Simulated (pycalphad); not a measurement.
Computed with pycalphad from the COST 507 light-alloy database (1999), at 1 atm. These are 1990s assessments: newer ones move some temperatures and phases.

# Al-26.7Si-5.972Fe (wt.%): equilibrium cooling sequence

```tsv
T (°C)	phases above	phases below
775.6	liquid	diamond (Si) + liquid
755.0	diamond (Si) + liquid	ALFESI_DELTA + diamond (Si) + liquid
608.3	ALFESI_DELTA + diamond (Si) + liquid	ALFESI_BETA + diamond (Si) + liquid
575.8	ALFESI_BETA + diamond (Si) + liquid	ALFESI_BETA + diamond (Si) + fcc
```

Changes were sought between steps of 40 K, so a narrower field can be missed.

Database names, with the compositions (at.%) that they take in these runs: ALFESI_DELTA: Al 55 Si 30 Fe 15; ALFESI_BETA: Al 70 Si 15 Fe 15.
